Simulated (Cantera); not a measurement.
Standard-state values (1 bar) from the NASA 1993 polynomials, evaluated with Cantera. Values are per mole of reaction as written; species without (g) are pure solids or liquids, kept so even where they would boil at 1 bar.

3 CH4(g) ⇌ C3H8(g) + 2 H2(g)

```
T (K)  ΔH° (kJ)  ΔS° (J/K)  ΔG° (kJ)  log10 K
-----  --------  ---------  --------  -------
1650      139.9        7.5     127.5    -4.04
1700      139.7        7.4     127.1    -3.91
1750        ___        ___       ___      ___
1800      139.1        7.0     126.4    -3.67
1850        ___        ___       ___      ___
1900      138.3        6.6     125.7    -3.46
1950      137.8        6.4     125.4    -3.36
2000      137.3        6.1     125.1    -3.27
2050      136.7        5.8     124.8    -3.18
```

Task: Some entries are withheld; supply them.

Result: 
- 1750, ΔH° (kJ): 139.4
- 1750, ΔS° (J/K): 7.2
- 1750, ΔG° (kJ): 126.8
- 1750, log10 K: -3.78
- 1850, ΔH° (kJ): 138.7
- 1850, ΔS° (J/K): 6.8
- 1850, ΔG° (kJ): 126.1
- 1850, log10 K: -3.56
